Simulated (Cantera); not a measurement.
Input: 1 mol SiCl4, 5.5 mol HCl, 0.57 mol H2, 2.2 mol Cl2, equilibrated at 725 K and 100 Torr.

Equilibrium computed with Cantera from the NASA thermochemical tables; the gas is ideal and each condensed phase is pure. Candidate condensed phases: Si; 19 gas species. Rates play no part.

**Question.** What is the equilibrium state?

**Answer.** 
```json
{
  "x(HCl)": "0.716",
  "x(Cl2)": "0.176",
  "x(SiCl4)": "0.108",
  "x(Cl)": "1.58e-6",
  "gas_amount": "9.270 mol",
  "log10 activity of Si(s) (absent)": "-39.39"
}
```
